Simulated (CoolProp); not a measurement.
2000 sccm (0 °C, 1 atm) of nitrogen bubbles through liquid n-octane at 343.3 K and leaves saturated at a total pressure of 0.15 MPa (ideal gas phase). Each further row changes one setting.

Values from CoolProp's reference Helmholtz-energy equation of state, Beckmüller 2019.

```tsv
case	vapour pressure (kPa)	mole fraction of vapour	delivery (mg/min)	delivery (sccm)	change of delivery for a bath 1 K warmer (%)
as stated	16.0	___	___	238	4.6
bath temperature 348.3 K	___	___	___	298	4.5
total pressure 0.3 MPa	16.0	0.0532	573	112	4.3
```

Question: Some entries are withheld; supply them.

Answer: 
- as stated, mole fraction of vapour: 0.106
- as stated, delivery (mg/min): 1210
- bath temperature 348.3 K, vapour pressure (kPa): 19.4
- bath temperature 348.3 K, mole fraction of vapour: 0.130
- bath temperature 348.3 K, delivery (mg/min): 1520
